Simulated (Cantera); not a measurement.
Charge: 1 mol SiH2Cl2, 0.056 mol HCl, 1.6 mol H2, equilibrated at 2225 °C and 1.33 mbar.

Cantera equilibrium calculation (NASA polynomials, part measured and part estimated; ideal gas, pure solids and liquids). Candidate condensed phases: Si; 19 gas species. The tables' values for SiCl are old estimates; treat these amounts as uncertain. Rates play no part.

Base state: H 0.309, H2 0.205, Cl 0.165, HCl 0.155, Si 0.150, SiCl 0.00809, SiCl2 0.00736, SiH 0.000657 (mole fractions); condensed: gas only.

Problem. What changes in the equilibrium state with this change: pressure from 1.33 mbar to 0.110 bar?

Solution. 
| species | before | after |
|---|---|---|
| H2 | 0.205 | 0.519 |
| HCl | 0.155 | 0.214 |
| SiCl2 | 0.00736 | 0.131 |
| H | 0.309 | 0.0541 |
| Cl | 0.165 | 0.0158 |
| Si | 0.150 | 0.0425 |
| SiCl | 0.00809 | 0.0182 |
| Si3 | 1.26e-6 | 0.000196 |
| SiCl3 | 5.26e-6 | 0.000742 |
| SiH2 | 8.91e-6 | 0.000527 |
| Si2 | 0.000171 | 0.00113 |
| Si(l), mol | 0 | 0.204 |
The tables' values for SiCl, SiCl3 are old estimates; treat these amounts as uncertain. Gases not in the tables: Si2H6 and higher silanes.
